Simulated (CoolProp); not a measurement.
R1234ze(E) along the isotherm 146.85 °C: density (kg/m³) from the reference equation and from simpler models built on Tc = 109.4 °C, pc = 3635 kPa, ω = 0.313; each cubic takes its own stable root.

Model: reference Helmholtz-energy equation of state, Thol 2016, in CoolProp.

```json
[
 {"p (kPa)": "1880", "phase": "gas", "reference": "71.40"},
 {"p (kPa)": "3750", "phase": "supercritical", "reference": "176.4"},
 {"p (kPa)": "5620", "phase": "supercritical", "reference": "372.3"},
 {"p (kPa)": "7500", "phase": "supercritical", "reference": "604.3"},
 {"p (kPa)": "9380", "phase": "supercritical", "reference": "713.3"},
 {"p (kPa)": "11200", "phase": "supercritical", "reference": "773.4"},
 {"p (kPa)": "13100", "phase": "supercritical", "reference": "817.0"},
 {"p (kPa)": "15000", "phase": "supercritical", "reference": "850.2"}
]
```

Question: How far does each simpler model (Redlich-Kwong, Soave-Redlich-Kwong, Peng-Robinson) lie from the reference over these 8 states: mean and median of the absolute difference, and the worst?

Answer: 
- Redlich-Kwong: mean 6.0 %, median 6.9 %, worst -8.5 % at 146.85 °C and 11200 kPa
- Soave-Redlich-Kwong: mean 9.5 %, median 11.3 %, worst -15.0 % at 146.85 °C and 7500 kPa
- Peng-Robinson: mean 3.9 %, median 2.8 %, worst -8.4 % at 146.85 °C and 7500 kPa
